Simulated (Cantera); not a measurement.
A perfectly stirred reactor is fed with H2 : O2 : N2 = 1.5 : 1 : 9 (molar parts), equivalence ratio 0.75, at 0.385 atm; it is held at 1075 K, and followed from long to short residence time.

Computed with Cantera and the H2/O2 subset of GRI-Mech 3.0, which has no nitrogen chemistry. The temperature is held fixed by assumption; the heat of reaction is taken as removed at once.

One state of this run: x H2 = 0.0319; x O2 = 0.0404; x OH = 0.00116; x O = 0.00201; x HO2 = 1.74e-5; x H = 0.0126. x: mole fraction; the columns are a selection and need not sum to one.

### Question
Which value of τ (s) does it belong to?
(A) 1.2
(B) 0.0015
(C) 0.00039
(D) 0.021

### Answer
C, 0.00039
